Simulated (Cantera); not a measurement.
**Ignition delay**

Mixture: CH4 : O2 : N2 = 2.9 : 3.51 : 13.2 (molar parts), equivalence ratio 1.7, at 0.661 atm, adiabatic and at constant volume. Ignition delay is the time to a rise of 400 K.

Computed with Cantera and GRI-Mech 3.0 (53 species, 325 reactions).

```
T0 (K)  delay (ms)
------  ----------
1075           569
1125           251
1175           116
1225          55.5
1275          27.6
1325          14.2
1375          7.56
1425          4.16
```

```
Property                                                Result
--------------------------------------------------  ----------
apparent activation energy between 1325 and 1425 K  190 kJ/mol
```
